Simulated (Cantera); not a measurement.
A closed system holds: 1 mol Si₃N₄, a varied amount of F₂, at 27.0 Pa.

Equilibrium computed with Cantera from the NASA thermochemical tables; the gas is ideal and each condensed phase is pure. Candidate condensed phases: Si, Si₃N₄; 16 gas species. The tables' values for SiF₂, SiF₃ are old estimates. The numbers say what is thermodynamically allowed, not how fast it happens.

What condenses at these points (T in K, n(F₂) in mol): (1900, 4.5); (1700, 2.8); (1600, 3.7); (1100, 11); (1200, 4.5); (1200, 5.4)?


```
T (K)  n(F₂) in mol  condensed phases  Si condensed (%)
-----  ------------  ----------------  ----------------
1900            4.5          gas only               0.0
1700            2.8                Si              22.3
1600            3.7                Si              10.3
1100             11          gas only               0.0
1200            4.5             Si₃N₄              24.7
1200            5.4             Si₃N₄               9.6
```
